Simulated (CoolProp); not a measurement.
Isobutane along the isotherm -40.65 °C: fugacity coefficient from the reference equation and from simpler models built on Tc = 134.7 °C, pc = 3629 kPa, ω = 0.184; each cubic takes its own stable root.

Model: reference Helmholtz-energy equation of state, Bücker 2006, in CoolProp.

| p (kPa) | phase | reference | Redlich-Kwong | Soave-Redlich-Kwong | Peng-Robinson |
|---|---|---|---|---|---|
| 2020 | liquid | 0.01488 | 0.02291 | ___ | 0.01513 |
| 4030 | liquid | 0.008215 | 0.01274 | 0.008234 | 0.008306 |
| 6050 | liquid | ___ | ___ | 0.006076 | 0.006059 |
| 8060 | liquid | 0.004978 | 0.007831 | 0.005047 | 0.004977 |
| 10100 | liquid | 0.004376 | 0.006934 | ___ | ___ |
| 12100 | liquid | 0.004016 | 0.006405 | 0.004117 | 0.003970 |
| 14100 | liquid | 0.003787 | ___ | 0.003904 | 0.003724 |
| 16100 | liquid | 0.003644 | 0.005889 | 0.003777 | 0.003563 |
| 18100 | liquid | 0.003561 | 0.005791 | 0.003710 | 0.003462 |

Q: Complete the blanks.

A: 
- 2020, Soave-Redlich-Kwong: 0.01483
- 6050, reference: 0.006026
- 6050, Redlich-Kwong: 0.009414
- 10100, Soave-Redlich-Kwong: 0.004463
- 10100, Peng-Robinson: 0.004351
- 14100, Redlich-Kwong: 0.006081
